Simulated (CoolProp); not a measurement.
Computed with CoolProp (reference Helmholtz-energy equation of state, Thol 2019).

**Question.** For n-pentane, give the phase and the Z, cv (kJ/(kg K)), speed of sound (m/s), viscosity (µPa s) at 204.45 °C and 1.12 MPa; 204.45 °C and 2.81 MPa; 204.45 °C and 5.05 MPa.

**Answer.** 
- 204.45 °C and 1.12 MPa: gas; Z 0.883, cv 2.36, speed of sound 215, viscosity 10.2
- 204.45 °C and 2.81 MPa: gas; Z 0.642, cv 2.47, speed of sound 159, viscosity 9.88
- 204.45 °C and 5.05 MPa: supercritical; Z 0.253, cv 2.50, speed of sound 232, viscosity 25.3

Viscosity comes from a separate model (Quiñones-Cisneros 2006), older than the equation that it now runs on, and unchecked against measurements.
